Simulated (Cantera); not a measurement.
Charge: 1 mol TiO₂, 2.8 mol CH₄, 3 mol H₂, held at 2127 °C and 7.10 bar.

These are equilibrium values from Cantera (NASA tables, ideal gas, pure condensed phases), not measurements of a reactor. Candidate condensed phases: C, C₆H₆, C₇H₈, C₈H₁₈, H₂O, Ti, TiC, TiO, TiO₂, Ti₂O₃, Ti₃O₅, Ti₄O₇; 113 gas species. Mutual solubility and eutectic melting of coexisting phases are not modelled. TiC, TiO: taken at fixed stoichiometry. Condensed phases not in the tables: solid solutions among these carbides, nitrides and lower oxides. The numbers say what is thermodynamically allowed, not how fast it happens.

Base state: H₂ 0.814, CO 0.180, H 0.00538, H₂O 0.000874, CO₂ 3.27e-5, CH₄ 3.13e-5, TiO 1.61e-5 (mole fractions); condensed: TiC(s) + TiO(l).

**Question.** What changes in the equilibrium state with this change: TiO₂ replaced by Cu₂O?

**Answer.** 
| species | before | after |
|---|---|---|
| H₂ | 0.814 | 0.871 |
| CO | 0.180 | 0.103 |
| Cu | 0 | 0.0132 |
| TiO | 1.61e-5 | 0 |
| Cu₂ | 0 | 0.000164 |
| C₄H₂ | <1e-9 | 1.74e-5 |
| C₂H₄ | 4.84e-8 | 3.95e-5 |
| TiC(s), mol | 0.905 | 0 |
| TiO(l), mol | 0.0953 | 0 |
| C(graphite), mol | 0 | 1.67 |
| Cu(l), mol | 0 | 1.87 |
Further candidate phases: Cu, CuO, Cu(OH)₂, Cu₂O.

**Question.** What changes in the equilibrium state with this change: TiO₂ replaced by SiO₂?

**Answer.** 
```csv
species,before,after
H₂,0.814,0.804
CO,0.180,0.177
SiO,0,0.0112
TiO,1.61e-5,0
SiH₂,0,0.000188
Si,0,0.000102
"TiC(s), mol",0.905,0
"TiO(l), mol",0.0953,0
"SiC(s), mol",0,0.876
```
Gases not in the tables: Si₂H₆ and higher silanes. Further candidate phases: Si, SiC, SiO₂.
